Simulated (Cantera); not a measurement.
An isothermal, constant-pressure homogeneous reactor starts with 87.7 % NH₃, 12.3 % H₂, at 1700 K and 110000 Pa.

Model: the gas-phase N/H chemistry of the illustrative SiF4/NH3 mechanism in the Surface Chemkin manual (1991), integrated in Cantera. Walls and surfaces, which speed up NH3 decomposition in real reactors, are not modelled.

**Question.** Predict: x(NH₃) at 20.0 s; x(H₂) at 20.0 s; x(H) at 20.0 s; x(NH) at 20.0 s; x(NH₂) at 20.0 s.

**Answer.** 
- x(NH₃) at 20.0 s = 0.0228 (gas-phase equilibrium 1.28e-5)
- x(H₂) at 20.0 s = 0.749 (gas-phase equilibrium 0.766)
- x(H) at 20.0 s = 0.000116 (gas-phase equilibrium 0.000124)
- x(NH) at 20.0 s = 8.21e-8 (gas-phase equilibrium 5.01e-11)
- x(NH₂) at 20.0 s = 8.98e-6 (gas-phase equilibrium 5.26e-9)
